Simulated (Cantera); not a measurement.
A freely propagating, adiabatic, planar premixed flame of 21.0 % H₂, 15.2 % O₂, 57.1 % N₂, 6.72 % H₂O, equivalence ratio 0.69, unburnt at 400 K and 5.70 bar; mixture-averaged transport, grid criteria slope 0.08 and curve 0.16, no radiation.

Detailed kinetics in Cantera: the H2/O2 subset of GRI-Mech 3.0, which has no nitrogen chemistry. The hydrogen kinetics of GRI-Mech 3.0 are dated; newer H2 mechanisms differ, most at raised pressure. Burning velocities carry a grid error of a few per cent, more on coarse grids. Lean hydrogen flames are cellular in practice and burn faster than this planar one.

x: mole fraction of selected species; z is measured from the peak of heat release.

```tsv
z (mm)	T (K)	u (m/s)	x H₂	x O₂	x H₂O	x H₂O₂	x HO₂	x O
-0.235	401	0.601	0.206	0.153	0.0675	6.78e-8	4.70e-8	<1e-8
-0.157	405	0.600	0.196	0.155	0.0689	…	…	<1e-8
-0.117	416	0.608	0.182	0.157	0.0714	5.94e-6	4.22e-6	<1e-8
-0.0783	474	0.672	0.151	0.160	0.0823	4.24e-5	3.59e-5	1.62e-8
-0.0391	766	1.05	0.0948	0.148	0.130	0.000242	0.000443	3.60e-6
-0.0196	…	1.49	…	…	…	0.000256	…	…
0	1445	1.95	0.0315	0.0950	0.235	2.57e-5	0.000397	0.000808
0.0196	1656	2.23	0.0139	0.0736	0.269	4.62e-6	0.000187	0.00139
0.0391	1763	2.38	0.00674	0.0643	0.284	3.07e-6	9.98e-5	0.00131
0.0783	1848	2.49	0.00251	0.0594	0.294	1.76e-6	3.94e-5	0.000724
0.157	1888	2.54	0.000729	0.0582	0.299	8.30e-7	1.16e-5	0.000235
0.313	1901	2.55	0.000188	0.0581	0.300	3.75e-7	3.55e-6	7.02e-5
0.626	1904	2.56	8.36e-5	0.0582	0.301	2.49e-7	2.11e-6	3.61e-5
```

### Question
What belongs in the gaps?

### Answer

- -0.157, x H₂O₂: 1.15e-6
- -0.157, x HO₂: 7.91e-7
- -0.0196, T (K): 1102
- -0.0196, x H₂: 0.0612
- -0.0196, x O₂: 0.125
- -0.0196, x H₂O: 0.181
- -0.0196, x HO₂: 0.000722
- -0.0196, x O: 0.000117
